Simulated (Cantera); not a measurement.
An isothermal, constant-pressure homogeneous reactor starts with CH4 : CO2 = 1 : 4.2 (molar parts), at 1975 K and 100000 Pa.

Model: GRI-Mech 3.0 (53 species, 325 reactions), integrated in Cantera.

One state of this run: x CH4 = 7.33e-11; x CO2 = 0.249; x C2H2 = <1e-12; x CH2O = 1.59e-8; x H2 = 0.0825; x O2 = 3.22e-7. x: mole fraction; the columns are a selection and need not sum to one.

### Question
Which value of t (s) does it belong to?
(A) 0.00178
(B) 0.0114
(C) 19.7
(D) 0.000700

### Answer
C, 19.7
